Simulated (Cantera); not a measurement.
**Diamond growth**

A diamond (100) surface in a fixed gas of H2 with x(CH4) = 0.0088, x(H) = 0.013, x(CH3) = 0.00017, at 1100 K; coverages are run to steady state.

Cantera simulation using the Harris–Goodwin 1993 mechanism for the reconstructed diamond (100) surface; the numbers are that mechanism's predictions, not measurements.

```tsv
P (Pa)	growth (µm/h)	θ c6HH	θ c6H*	θ c6*H	θ c6**	θ c6HM
520	0.312	0.510	0.0278	0.441	0.0183	0.00202
990	0.796	0.509	0.0278	0.440	0.0183	0.00279
1900	1.88	0.509	0.0278	0.440	0.0183	0.00348
3500	3.93	0.509	0.0278	0.439	0.0183	0.00398
6700	8.15	0.508	0.0279	0.439	0.0183	0.00433
13000	16.6	0.508	0.0281	0.439	0.0183	0.00454
24000	31.4	0.508	0.0284	0.438	0.0184	0.00466
45000	59.8	0.508	0.0289	0.437	0.0185	0.00474
```
θ: site fractions in the mechanism's names (c6HH fully hydrogenated, c6H* and c6*H radical sites, c6** diradical, c6HM methylated).
